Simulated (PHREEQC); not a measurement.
Dissolve 0.0095 mol/kgw KH2PO4, 0.17 mol/kgw NaF and 0.18 mol/kgw NH3 at 25 °C. Closed to the air; pH follows from the charge balance.

Computed with PHREEQC (ion-association model, phreeqc.dat).

- pH = 10.62
- ionic strength = 0.192 mol/kgw
- activity of water = 0.991
- specific conductance = 15300 µS/cm
- density = 1.004 g/cm³
- total alkalinity = 180 meq/kg

| species | molality | activity | log γ |
|---|---|---|---|
| NH3 | 0.169 | 0.177 | 0.019 |
| F- | 0.162 | 0.115 | -0.149 |
| Na+ | 0.162 | 0.121 | -0.125 |
| NH4+ | 0.0109 | 0.00748 | -0.164 |
| K+ | 0.00946 | 0.00676 | -0.146 |
| HPO4-2 | 0.00787 | 0.00237 | -0.520 |
| NaF | 0.00768 | 0.00803 | 0.019 |
| PO4-3 | 0.000840 | 4.44e-5 | -1.277 |
| NaHPO4- | 0.000749 | 0.000561 | -0.126 |
| OH- | 0.000586 | 0.000416 | -0.149 |
| KHPO4- | 4.18e-5 | 3.13e-5 | -0.126 |
| H2PO4- | 1.23e-6 | 9.23e-7 | -0.126 |
| HF | 3.99e-9 | 4.17e-9 | 0.019 |
| HF2- | 2.47e-9 | 1.84e-9 | -0.126 |

This is a speciation only: nothing precipitates in the calculation. Species that the database lacks are ignored.
